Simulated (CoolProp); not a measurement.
Vapour-liquid equilibrium of R134a (1) + R152A (2) at 0.883 MPa; x and y are mole fractions of (1).

Computed with CoolProp (multi-fluid Helmholtz-energy mixture model, Tillner-Roth 1994 and Outcalt 1996; pair parameters Lemmon 2004).

| x | bubble temperature (°C) | y at the bubble point | dew temperature at overall composition x (°C) | liquid density (mol/L) |
|---|---|---|---|---|
| 0.05 | 38.8 | 0.052 | 38.8 | 12.95 |
| 0.125 | 38.7 | 0.130 | 38.7 | 12.79 |
| 0.2 | 38.5 | 0.208 | 38.5 | 12.64 |
| 0.275 | 38.3 | 0.287 | 38.3 | 12.50 |
| 0.35 | 38.1 | 0.366 | 38.1 | 12.36 |
| 0.425 | 37.8 | 0.444 | 37.9 | 12.24 |
| 0.5 | 37.5 | 0.522 | 37.6 | 12.11 |
| 0.575 | 37.2 | 0.598 | 37.3 | 12.00 |
| 0.65 | 36.8 | 0.673 | 36.9 | 11.89 |
| 0.725 | 36.4 | 0.747 | 36.6 | 11.79 |
| 0.8 | 36.0 | 0.819 | 36.1 | 11.69 |
| 0.875 | 35.6 | 0.889 | 35.7 | 11.59 |
| 0.95 | 35.1 | 0.956 | 35.2 | 11.51 |

No azeotrope shows between x = 0.05 and 0.95.

The pair parameters rest on a limited set of measurements; away from them the model extrapolates.
